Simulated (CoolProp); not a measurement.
Properties of R113 along the isotherm 500 K.

The numbers come from the reference Helmholtz-energy equation of state, Marx 1992 in CoolProp.

```
p (MPa)          phase  cv (kJ/(kg K))  speed of sound (m/s)
-------  -------------  --------------  --------------------
1.54               gas          0.7782                 131.7
3.08               gas          0.8172                   ___
4.63     supercritical          0.8545                 113.5
6.17     supercritical          0.8265                 177.7
7.71     supercritical          0.8163                 218.6
9.25     supercritical          0.8108                 250.0
10.8     supercritical          0.8073                 276.3
12.3     supercritical          0.8050                 298.4
13.9     supercritical          0.8032                   ___
15.4     supercritical          0.8020                   ___
17       supercritical             ___                 354.7
```

### Question
Complete the blanks.

### Answer

- 3.08, speed of sound (m/s): 100.3
- 13.9, speed of sound (m/s): 319.4
- 15.4, speed of sound (m/s): 337.2
- 17, cv (kJ/(kg K)): 0.8010
